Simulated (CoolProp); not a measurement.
The fluid at 298.15 K and 3.39 MPa expands adiabatically to 1.98 MPa with isentropic efficiency 0.85. The same conditions are run with several fluids, on thermodynamics alone (safety and materials aside).

Values from CoolProp's reference Helmholtz-energy equation of state of each fluid (ethane: Bücker 2006; methane: Setzmann 1991; dry air: Lemmon 2000; oxygen: Schmidt 1985; nitrogen: Span 2000). Blends and air are pseudo-pure fits.

Task: Rank ethane, methane, dry air, oxygen, nitrogen by work (kJ/kg), highest first.

Result: methane (62.4), nitrogen (37.1), dry air (35.8), oxygen (32.0), ethane (24.6)

```json
[
 {"fluid": "ethane", "final temperature (K)": "266.5", "final density (kg/m³)": "36.8"},
 {"fluid": "methane", "final temperature (K)": "265.4", "final density (kg/m³)": "15.2"},
 {"fluid": "dry air", "final temperature (K)": "260.9", "final density (kg/m³)": "26.8"},
 {"fluid": "oxygen", "final temperature (K)": "260.9", "final density (kg/m³)": "29.9"},
 {"fluid": "nitrogen", "final temperature (K)": "261.0", "final density (kg/m³)": "25.8"}
]
```
